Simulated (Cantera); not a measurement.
A closed system holds: 1 mol PbO, 1900 mol H2, equilibrated at 1675 K and 13.3 mbar.

These are equilibrium values from Cantera (NASA tables, ideal gas, pure condensed phases), not measurements of a reactor. Candidate condensed phases: H2O, Pb, PbO, PbO2, Pb3O4; 12 gas species. Rates play no part.

Base state: H2 0.998, H 0.00100, Pb 0.000526, H2O 0.000526 (mole fractions); condensed: gas only.

### Question
What changes in the equilibrium state with this change: PbO replaced by Fe3O4?

### Answer
```json
[
 {"species": "H2", "before": "0.998", "after": "0.997"},
 {"species": "H2O", "before": "0.000526", "after": "0.00210"},
 {"species": "H", "before": "0.00100", "after": "0.00100"},
 {"species": "Pb", "before": "0.000526", "after": "0"},
 {"species": "Fe", "before": "0", "after": "0.000311"},
 {"species": "Fe(δ), mol", "before": "0", "after": "2.41"}
]
```
Further candidate phases: Fe, FeO, Fe(OH)2, Fe(OH)3, Fe2O3, Fe3O4.
